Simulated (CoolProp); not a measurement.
Values from CoolProp's reference Helmholtz-energy equation of state, Lemmon 2006. It is a short technical equation, of lower accuracy than the large ones.

**Question.** For CH3F (R41), give the phase and the speed of sound (m/s) at -13.05 °C and 118 kPa; -102.95 °C and 24700 kPa.

**Answer.** 
- -13.05 °C and 118 kPa: gas; speed of sound 285
- -102.95 °C and 24700 kPa: liquid; speed of sound 1340
